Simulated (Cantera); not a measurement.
A closed system holds: 1 mol Si, a varied amount of Cl₂, 0.14 mol H₂, at 202 °C and 0.133 bar.

Method: chemical equilibrium by Gibbs-energy minimisation in Cantera with the NASA 1993 tables (ideal gas, pure condensed phases). Candidate condensed phases: Si; 19 gas species. Rates play no part.

Problem. Which condensed phases are stable at each of these points (n(Cl₂) (mol)): 0.69, 0.84, 1, 1.2, 1.5, 1.8, 2.2, 2.6, 3.2, 3.8, 4.6, 5.6, 6.8?

Solution. 
```tsv
n(Cl₂) (mol)	condensed phases	Si condensed (%)
0.69	Si(s)	64.4
0.84	Si(s)	56.8
1	Si(s)	48.7
1.2	Si(s)	38.5
1.5	Si(s)	23.4
1.8	Si(s)	8.2
2.2	gas only	0.0
2.6	gas only	0.0
3.2	gas only	0.0
3.8	gas only	0.0
4.6	gas only	0.0
5.6	gas only	0.0
6.8	gas only	0.0
```

From 0.69 mol Cl₂ to 1.8 mol Cl₂ the condensed part is Si(s). From 2.2 mol Cl₂ to 6.8 mol Cl₂ nothing is condensed.
